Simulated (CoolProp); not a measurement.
Vapour-liquid equilibrium of propane (1) + isohexane (2) at 9.85 °C; x and y are mole fractions of (1).

The numbers come from the multi-fluid Helmholtz-energy mixture model, Lemmon 2009 and Lemmon 2006; pair parameters Bell 2016 in CoolProp.

```csv
x,bubble pressure (bar),y at the bubble point,dew pressure at overall composition x (bar),liquid density (mol/L)
0.05,0.4491,0.688,0.1525,7.838
0.15,1.055,0.877,0.1702,8.157
0.25,1.658,0.928,0.1924,8.496
0.35,2.259,0.952,0.2214,8.855
0.45,2.858,0.967,0.2606,9.236
0.55,3.459,0.976,0.3166,9.639
0.65,4.064,0.983,0.4031,10.06
0.75,4.681,0.989,0.5545,10.51
0.85,5.317,0.994,0.8873,10.97
0.95,5.986,0.998,2.188,11.44
```

No azeotrope shows between x = 0.05 and 0.95.

Pair parameters are fitted to limited data, so mixtures are less certain than the pure fluids.
